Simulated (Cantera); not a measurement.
## Transport properties of process gases

Gas mixture: 14.1 % C₂H₆, 21.1 % H₂, 64.8 % H₂O, at 3.10 bar, frozen composition.

Cantera's kinetic-theory transport with the Lennard-Jones parameters of GRI-Mech 3.0, ideal gas; thermal conductivity in the mixture-averaged form. Polar gases are described roughly by these parameters. The composition is frozen, though it would react at the higher temperatures.

```tsv
T (K)	ρ (kg/m³)	cp (J/kg/K)	μ (µPa s)	λ (mW/m/K)	Pr	D (cm²/s) NH₃	D (cm²/s) H₂	D (cm²/s) CH₃
400	1.52	2299	13.8	61.0	0.521	0.128	0.433	0.143
650	0.937	2658	22.3	101	0.585	0.337	1.01	0.350
900	0.677	2967	30.3	145	0.618	0.630	1.77	0.622
1150	0.530	3244	37.8	192	0.639	0.995	2.67	0.949
1400	0.435	3472	44.8	238	0.652	1.42	3.72	1.33
1650	0.369	3657	51.3	285	0.659	1.91	4.89	1.75
1900	0.321	3806	57.5	330	0.663	2.45	6.18	2.22
2150	0.283	3926	63.3	374	0.665	3.05	7.59	2.73
2400	0.254	4023	68.9	417	0.665	3.69	9.11	3.28
```
D: mixture-averaged diffusion coefficient of that species in the mixture.
